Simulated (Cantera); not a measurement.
A closed system holds: 1 mol CH₂F₂, 0.017 mol HCl, held at 1.33 mbar.

Equilibrium computed with Cantera from the NASA thermochemical tables; the gas is ideal and each condensed phase is pure. Candidate condensed phases: C, C₆H₆, C₇H₈, C₈H₁₈; 118 gas species. Rates play no part.

### Question
At 2625 °C, list the 7 most abundant gas species with their mole fractions, and the condensed phases.

### Answer
HF 0.545, H 0.172, F 0.158, C₃ 0.0758, CF 0.0147, C 0.0139, C₂ 0.00755. Condensed: C(graphite).
